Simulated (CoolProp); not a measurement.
Cyclopentane along the isobar 6160 kPa: density (kg/m³) from the reference equation and from simpler models built on Tc = 511.7 K, pc = 4583 kPa, ω = 0.202; each cubic takes its own stable root.

Model: reference Helmholtz-energy equation of state, Gedanitz 2015, in CoolProp.

| T (K) | phase | reference |
|---|---|---|
| 271 | liquid | 771.4 |
| 305.9 | liquid | 738.8 |
| 340.7 | liquid | 704.5 |
| 375.6 | liquid | 667.4 |
| 410.5 | liquid | 626.5 |
| 445.4 | liquid | 579.9 |
| 480.2 | liquid | 522.6 |
| 515.1 | supercritical | 430.3 |
| 550 | supercritical | 194.9 |

Problem. How far does each simpler model (van der Waals, Redlich-Kwong, Soave-Redlich-Kwong, Peng-Robinson) lie from the reference over these 9 states: mean and median of the absolute difference, and the worst?

Solution. 
- van der Waals: mean 31.2 %, median 33.7 %, worst -35.6 % at 271 K and 6160 kPa
- Redlich-Kwong: mean 8.1 %, median 6.8 %, worst -15.5 % at 515.1 K and 6160 kPa
- Soave-Redlich-Kwong: mean 6.7 %, median 5.3 %, worst -16.0 % at 515.1 K and 6160 kPa
- Peng-Robinson: mean 5.8 %, median 7.2 %, worst +8.4 % at 340.7 K and 6160 kPa
